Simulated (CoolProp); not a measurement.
Saturation properties of R365MFC.

Model: reference Helmholtz-energy equation of state, Lemmon 2016, in CoolProp.

```csv
T (°C),p (MPa),vapour density (kg/m³),surface tension (mN/m)
-13.85,0.008829,0.6112,19.6
-9.55,0.01121,0.7646,19.1
-5.25,0.01410,0.9481,18.6
-0.85,0.01768,1.171,18.1
3.45,0.02186,1.429,17.6
7.75,0.02682,1.731,17.1
12.15,0.03281,2.091,16.5
16.45,0.03967,2.498,16.1
20.75,0.04765,2.967,15.6
25.15,0.05711,3.516,15.1
29.45,0.06775,4.129,14.6
33.75,0.07991,4.824,14.1
```

It boils at 40.2 °C under 1 atm.

Surface tension comes from a separate correlation (Mulero 2012).
